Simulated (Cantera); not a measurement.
A freely propagating, adiabatic, planar premixed flame of 3.41 % C2H6, 16.4 % O2, 61.5 % N2, 18.8 % CO2, equivalence ratio 0.73, unburnt at 625 K and 7430 Torr; unity-Lewis-number transport, grid criteria slope 0.08 and curve 0.16, no radiation.

Model: GRI-Mech 3.0 (53 species, 325 reactions), integrated in Cantera. Unity Lewis numbers drop preferential diffusion, which matters most where H2 and H carry the flame. Burning velocities carry a grid error of a few per cent, more on coarse grids.

x: mole fraction of selected species; z is measured from the peak of heat release.

```csv
z (mm),T (K),u (m/s),x C2H6,x O2,x CO2,x CH3,x H2,x NO2
-0.396,629,0.171,0.0340,0.163,0.188,<1e-8,1.37e-5,<1e-8
-0.264,645,0.175,0.0334,0.161,0.188,<1e-8,7.11e-5,2.17e-8
-0.198,677,0.184,0.0322,0.158,0.189,<1e-8,0.000183,5.53e-8
-0.132,778,0.212,0.0283,0.148,0.193,<1e-8,0.000550,1.61e-7
-0.0660,1069,0.294,0.0167,0.116,0.203,2.15e-7,0.00164,3.97e-7
-0.0330,1325,0.367,0.00661,0.0883,0.212,2.69e-5,0.00259,3.18e-7
0,1597,0.445,0.000227,0.0599,0.224,0.000101,0.00211,3.89e-8
0.0330,1714,0.476,1.91e-7,0.0497,0.237,3.92e-6,0.000606,2.12e-8
0.0660,1756,0.486,<1e-8,0.0467,0.243,1.29e-7,0.000316,2.43e-8
0.132,1789,0.494,<1e-8,0.0445,0.248,<1e-8,…,2.61e-8
0.264,1805,0.498,<1e-8,0.0436,0.251,<1e-8,4.70e-5,2.02e-8
0.528,1811,0.499,<1e-8,0.0433,0.252,<1e-8,1.51e-5,1.21e-8
1.06,1812,0.500,<1e-8,0.0433,0.252,<1e-8,…,…
```

Problem. Fill in the missing entries.

Solution. 
- 0.132, x H2: 0.000142
- 1.06, x H2: 9.63e-6
- 1.06, x NO2: 1.02e-8
